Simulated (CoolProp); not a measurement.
Isobutane at 430.2 K and 3.09 MPa is throttled through a valve to 0.338 MPa with no heat exchange. Each further row changes one setting.

The numbers come from the reference Helmholtz-energy equation of state, Bücker 2006 in CoolProp.

| case | temperature change (K) | final density (kg/m³) |
|---|---|---|
| as stated | -26.6 | 6.06 |
| outlet pressure 0.101 MPa | -28.6 | 1.78 |
| outlet pressure 0.439 MPa | -25.7 | 7.93 |
